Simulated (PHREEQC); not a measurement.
Make-up at 25 °C: 0.077 mol/kgw CuSO4, 0.00037 mol/kgw HBF4 and 0.021 mol/kgw H3BO3. Closed to the air; pH follows from the charge balance.

Model: ion-association model, phreeqc.dat, run in PHREEQC.

Precipitation was switched off in this run.

Predict the pH, specific conductance.

pH 3.45; specific conductance 7290 µS/cm.

In which forms is S present?

SO4-2 53 %, CuSO4 46 %, HSO4- 0.8 % of the S.

Real BF4- forms and hydrolyses slowly; the run takes it at equilibrium.
